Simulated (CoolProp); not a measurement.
Properties of vinyl chloride along the isobar 6530 kPa.

Model: reference Helmholtz-energy equation of state, Thol 2022, in CoolProp.

| T (K) | phase | cp (kJ/(kg K)) | isothermal compressibility (1/MPa) | expansivity (1/kK) | fugacity coefficient |
|---|---|---|---|---|---|
| 318 | liquid | 1.540 | 0.002766 | ___ | 0.1109 |
| 325.6 | liquid | 1.557 | 0.003075 | ___ | ___ |
| 333.3 | liquid | 1.577 | 0.003444 | 2.326 | 0.1555 |
| 341 | liquid | 1.600 | 0.003885 | ___ | 0.1816 |
| 348.7 | liquid | 1.627 | 0.004421 | 2.595 | 0.2100 |
| 356.3 | liquid | 1.658 | 0.005074 | 2.768 | 0.2404 |
| 364 | liquid | 1.695 | 0.005909 | 2.982 | 0.2734 |
| 371.7 | liquid | 1.741 | 0.006990 | 3.252 | 0.3086 |

What belongs in the gaps?


- 318, expansivity (1/kK): 2.133
- 325.6, expansivity (1/kK): 2.222
- 325.6, fugacity coefficient: 0.1319
- 341, expansivity (1/kK): 2.449
